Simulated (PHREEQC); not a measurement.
Synthetic water in mg/kgw, 25 °C, pH 2.2, pe 12:

| constituent | mg/kgw |
|---|---|
| Na | 669 |
| K | 1.3 |
| Ca | 251 |
| Mg | 125 |
| Cl | 238 |
| S(6) as SO4 | 2740 |
| Zn | 1.88 |
| F | 5.7 |
| N(5) as NO3 | 58.6 |
| Fe(3) | 0.939 |
| Si as SiO2 | 40.6 |

Valence states are taken as typed.

The numbers come from PHREEQC with the ion-association model, wateq4f.dat.

**Question.** The ionic strength comes out as 0.0735 mol/kgw. What activity coefficients do F-, CaHSO4+, FeF2+, FeF+2, H+ get?

**Answer.** F- 0.79, CaHSO4+ 0.80, FeF2+ 0.80, FeF+2 0.41, H+ 0.84.

Precipitation was switched off in this run. Examples of supersaturated solids here: Hematite (slow to form), Quartz (slow to form). Others may be too. Complexes and solids missing from the database can't appear. SiF6-2 is the database's only silicon fluoride. Fluoro complexes past AlF4- and FeF3 are missing from the database.
